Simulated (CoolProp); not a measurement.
Vapour-liquid equilibrium of n-octane (1) + ethylbenzene (2) at 70.2 kPa; x and y are mole fractions of (1).

Model: multi-fluid Helmholtz-energy mixture model, Beckmüller 2019 and Zhou 2012; pair parameters Bell 2016, in CoolProp.

```tsv
x	bubble temperature (°C)	y at the bubble point	dew temperature at overall composition x (°C)	liquid density (mol/L)
0.05	121.9	0.079	122.3	7.168
0.15	119.9	0.216	120.9	6.947
0.25	[?]	0.332	119.5	6.736
0.35	[?]	0.434	[?]	6.536
0.45	116.0	0.527	116.9	6.345
0.55	115.1	0.613	115.8	6.164
0.65	114.4	0.697	114.8	5.992
0.75	113.8	0.780	114.0	5.829
0.85	113.4	0.865	113.4	5.674
0.95	113.0	0.954	113.1	5.526
```

Problem. Complete the blanks.

Solution. 
- 0.25, bubble temperature (°C): 118.4
- 0.35, bubble temperature (°C): 117.1
- 0.35, dew temperature at overall composition x (°C): 118.1

No azeotrope shows between x = 0.05 and 0.95.

The pair parameters rest on a limited set of measurements; away from them the model extrapolates.
